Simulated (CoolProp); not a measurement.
Properties of n-hexane at several states (Tc = 234.7 °C, pc = 30.44 bar, ω = 0.300).

Computed with CoolProp (reference Helmholtz-energy equation of state, Thol 2019).

| T (°C) | p (bar) | phase | Z | speed of sound (m/s) | expansivity (1/kK) | fugacity coefficient |
|---|---|---|---|---|---|---|
| -12.45 | 6.01 | liquid | ? | 1255 | ? | ? |
| -68.35 | 1.23 | liquid | ? | 1521 | ? | 0.0002819 |
| 244.65 | 5.74 | gas | ? | 214.3 | ? | 0.9390 |
| -54.95 | 14.7 | liquid | 0.09628 | 1463 | 1.159 | 9.615e-5 |

**Question.** What belongs in the gaps?

**Answer.** 
- -12.45, Z: 0.03471
- -12.45, expansivity (1/kK): 1.256
- -12.45, fugacity coefficient: 0.005124
- -68.35, Z: 0.008461
- -68.35, expansivity (1/kK): 1.147
- 244.65, Z: 0.9357
- 244.65, expansivity (1/kK): 2.425
